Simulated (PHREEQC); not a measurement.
1 kg of water holding 0.042 mol/kgw KCl meets 20 L of dry gas (CO2 1 by moles) at fixed total pressure, at 1 atm; fugacities by Peng-Robinson. The gases take part in no redox reaction, some water evaporates into the gas, and hydrates or a liquid gas phase aren't modelled. Precipitation was switched off in this run.

The numbers come from PHREEQC with the ion-association model, phreeqc.dat.

```json
[
 {"T (°C)": "10", "dissolved CO2 (all carbonate carbon) (mol/kgw)": "0.0525", "φ of CO2": "0.994", "pH": "3.87"},
 {"T (°C)": "20", "dissolved CO2 (all carbonate carbon) (mol/kgw)": "0.0379", "φ of CO2": "0.994", "pH": "3.90"},
 {"T (°C)": "30", "dissolved CO2 (all carbonate carbon) (mol/kgw)": "0.0284", "φ of CO2": "0.995", "pH": "3.93"},
 {"T (°C)": "40", "dissolved CO2 (all carbonate carbon) (mol/kgw)": "0.0218", "φ of CO2": "0.995", "pH": "3.97"},
 {"T (°C)": "50", "dissolved CO2 (all carbonate carbon) (mol/kgw)": "0.0170", "φ of CO2": "0.996", "pH": "4.02"},
 {"T (°C)": "60", "dissolved CO2 (all carbonate carbon) (mol/kgw)": "0.0131", "φ of CO2": "0.996", "pH": "4.08"},
 {"T (°C)": "70", "dissolved CO2 (all carbonate carbon) (mol/kgw)": "0.00983", "φ of CO2": "0.997", "pH": "4.15"},
 {"T (°C)": "80", "dissolved CO2 (all carbonate carbon) (mol/kgw)": "0.00672", "φ of CO2": "0.998", "pH": "4.25"}
]
```

Complexes and solids missing from the database can't appear. Constants without temperature data keep their 25 °C values here.
